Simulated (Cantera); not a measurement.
A closed system holds: 1 mol FeCl2, 0.027 mol HCl, 1.5 mol H2, held at 1750 K and 36.0 Pa.

Method: chemical equilibrium by Gibbs-energy minimisation in Cantera with the NASA 1993 tables (ideal gas, pure condensed phases). Candidate condensed phases: Fe, FeCl2, FeCl3; 11 gas species. Kinetics and transport are ignored.

Base state: H2 0.419, HCl 0.299, FeCl2 0.231, Fe 0.0387, H 0.00793, Cl 0.00437, FeCl 0.000227 (mole fractions); condensed: Fe(δ).

Question: What changes in the equilibrium state with this change: pressure from 36.0 Pa to 1.00 bar?

Answer: 
| species | before | after |
|---|---|---|
| H2 | 0.419 | 0.442 |
| HCl | 0.299 | 0.315 |
| FeCl2 | 0.231 | 0.243 |
| Fe | 0.0387 | 1.39e-5 |
| Fe2Cl4 | 1.55e-7 | 0.000475 |
| FeCl3 | 1.40e-6 | 7.94e-5 |
| FeCl | 0.000227 | 4.41e-6 |
| Fe(δ), mol | 0.285 | 0.384 |
